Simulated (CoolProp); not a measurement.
Properties of hydrogen chloride at several states (Tc = 324.7 K, pc = 83.14 bar, ω = 0.130).

Values from CoolProp's reference Helmholtz-energy equation of state, Thol 2018.

```
T (K)  p (bar)          phase  density (kg/m³)  cp (kJ/(kg K))  isothermal compressibility (1/MPa)
-----  -------  -------------  ---------------  --------------  ----------------------------------
625.5     2.16            gas            1.516          0.8156                               4.634
549.1      460  supercritical              [?]             [?]                                 [?]
266.4    0.175            gas           0.2885             [?]                               57.23
463.3     8.76            gas            8.400             [?]                               1.156
584.9    0.433            gas           0.3247          0.8102                               23.10
```

Problem. Some entries are withheld; supply them.

Solution. 
- 549.1, density (kg/m³): 414.8
- 549.1, cp (kJ/(kg K)): 1.334
- 549.1, isothermal compressibility (1/MPa): 0.01900
- 266.4, cp (kJ/(kg K)): 0.8018
- 463.3, cp (kJ/(kg K)): 0.8190
